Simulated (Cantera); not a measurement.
## Thermodynamics of silicon etching in halogen gases, feed Si + NF3 + Cl2

Feed: 1 mol Si, 7.6 mol NF3, 3 mol Cl2, held at 502 °C and 39.0 Torr.

Equilibrium computed with Cantera from the NASA thermochemical tables; the gas is ideal and each condensed phase is pure. Candidate condensed phases: Si, Si3N4; 24 gas species. Rates play no part.

| Property | Result |
|---|---|
| x(ClF) | 0.379 |
| x(F2) | 0.243 |
| x(N2) | 0.192 |
| x(NF3) | 0.104 |
| x(SiF4) | 0.0642 |
| x(F) | 0.0121 |
| x(ClF3) | 0.00627 |
| gas amount | 15.58 mol |
| log10 activity of Si(s) (absent) | -100.04 |
